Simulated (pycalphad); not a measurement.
All values are pycalphad results on the COST 507 light-alloy database (1999) (1 atm), not direct measurements. No gas phase is included, though pure Mg would boil below 1377 °C. The database dates from 1999; later assessments differ in places, in temperatures and in the compounds included. Kinetics are ignored, which matters at the lower temperatures.

# Mg-11.41Si-8.6Al (at.%): equilibrium cooling sequence

```json
[
 {"T (°C)": "894.0", "phases above": "liquid", "phases below": "liquid + MG2SI"},
 {"T (°C)": "568.4", "phases above": "liquid + MG2SI", "phases below": "hcp + liquid + MG2SI"},
 {"T (°C)": "435.6", "phases above": "hcp + liquid + MG2SI", "phases below": "ALMG_GAMMA + hcp + MG2SI"}
]
```

Changes were sought between steps of 40 K, so a narrower field can be missed.

Database names, with the compositions (at.%) that they take in these runs: MG2SI: Mg 67 Si 33; ALMG_GAMMA: Mg 59 Al 40.
